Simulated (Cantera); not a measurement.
**Silicon oxide and oxynitride deposition: HMDSO + H2O**

Feed: 1 mol HMDSO, 4.2 mol H2O, held at 1273.15 K and 35.0 mbar.

Equilibrium computed with Cantera from the NASA thermochemical tables; the gas is ideal and each condensed phase is pure. Candidate condensed phases: C, C6H6, C7H8, C8H18, H2O, Si, SiC, SiO2; 123 gas species. The feed counts by its element totals alone. The tables hold silica as quartz up to 1696 K and as liquid above; real silica turns to tridymite and cristobalite and melts near 1996 K. The numbers say what is thermodynamically allowed, not how fast it happens.

| Property | Value |
|---|---|
| x(H2) | 0.916 |
| x(CO) | 0.0833 |
| x(CH4) | 0.000276 |
| x(H2O) | 3.17e-5 |
| x(H) | 3.66e-6 |
| x(CO2) | 1.74e-6 |
| n(C(graphite)) | 4.80 mol |
| n(SiO2(β-quartz)) | 2.00 mol |
| gas amount | 14.40 mol |
| log10 activity of Si(s) (absent) | -4.54 |
